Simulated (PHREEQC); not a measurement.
A solution holds 0.02 mol/kgw KOH, 2.2e-05 mol/kgw H4SiO4 and 0.0013 mol/kgw K3PO4, at 25 °C. Closed to the air; pH follows from the charge balance.

Computed with PHREEQC (ion-association model, phreeqc.dat).

Precipitation was switched off in this run.

Order these P species by the share of P that they hold, largest first: KHPO4-, HPO4-2, PO4-3.

PO4-3 (63 %), HPO4-2 (36 %), KHPO4- (0.90 %)

Order these Si species by the share of Si that they hold, largest first: H2SiO4-2, H3SiO4-, H4SiO4.

H3SiO4- (84 %), H2SiO4-2 (15 %), H4SiO4 (0.28 %)

The pH is 12.24 and the ionic strength 0.0268 mol/kgw. Species that the database lacks are ignored.
